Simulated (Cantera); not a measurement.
A Cantera script and what it prints.

```python
import numpy as np
import cantera as ct

gas_names = """
    CL CL2 H HCL H2 Si SiCL SiCL2 SiCL3 SiCL4 SiH SiHCL3 SiH2 SiH2CL2 SiH3 SiH3CL SiH4 Si2 Si3
""".split()
cond_names = """
    Si(cr) Si(L)
""".split()


# ... load() reads the species with a 1 bar reference pressure and builds the phases ...
atoms = {
    'SiCl4': {'Si': 1, 'CL': 4},
    'H2': {'H': 2},
}
top_T = {}  # K; cautious upper limits of use, not melting points


# ... equilibrate(T, P, feed) seeds the gas with the atoms and calls Mixture.equilibrate('TP', solver="vcs", rtol=1e-11, max_steps=5000) ...
results = []
feed = {'SiCl4': 1, 'H2': 4.4}  # mol
T = 1175  # K
for P in [10000, 19000, 36000, 67000, 130000, 240000, 450000, 840000, 1600000, 3000000]:
    mix = equilibrate(T, P, feed)
    results.append((T, P, feed, dict(zip(mix.species_names, mix.species_moles))))

top = {s: max(r[3][s] / sum(r[3][g] for g in gas_names) for r in results) for s in gas_names}
cols = sorted((s for s in top if top[s] > 0.0001), key=lambda s: -top[s])[:9]
seen = [c for c in cond_names if any(r[3].get(c, 0) > 1e-12 for r in results)]
print("log10 of partial pressures in bar; condensed amounts in mol")
print(f"{'P/Pa':>10s}" + "".join(f"{s[:9]:>10s}" for s in cols + seen))
for T, P, feed, n in results:
    ng = sum(n[g] for g in gas_names)
    print(f"{P:10.4g}" + "".join(f"{np.log10(max(n[s] / ng * P / 1e5, 1e-99)):10.3f}" for s in cols)
          + "".join(f"{n.get(c, 0):10.4g}" for c in seen))
```

Result:

```
log10 of partial pressures in bar; condensed amounts in mol
      P/Pa        H2     SiCL4       HCL    SiHCL3     SiCL2     SiCL3   SiH2CL2
     1e+04    -1.127    -1.907    -2.143    -2.519    -2.874    -2.885    -4.022
   1.9e+04    -0.845    -1.617    -1.906    -2.183    -2.775    -2.691    -3.642
   3.6e+04    -0.565    -1.331    -1.661    -1.863    -2.700    -2.510    -3.287
   6.7e+04    -0.294    -1.055    -1.414    -1.563    -2.647    -2.346    -2.963
   1.3e+05    -0.005    -0.763    -1.142    -1.253    -2.609    -2.181    -2.635
   2.4e+05     0.262    -0.494    -0.886    -0.974    -2.585    -2.035    -2.345
   4.5e+05     0.535    -0.219    -0.620    -0.691    -2.569    -1.889    -2.055
   8.4e+05     0.806     0.053    -0.354    -0.414    -2.558    -1.748    -1.774
   1.6e+06     1.086     0.334    -0.077    -0.130    -2.551    -1.604    -1.486
     3e+06     1.360     0.608     0.194     0.146    -2.547    -1.464    -1.209
```

Method: chemical equilibrium by Gibbs-energy minimisation in Cantera with the NASA 1993 tables (ideal gas, pure condensed phases). The tables' values for SiCl3 are old estimates; treat these amounts as uncertain.
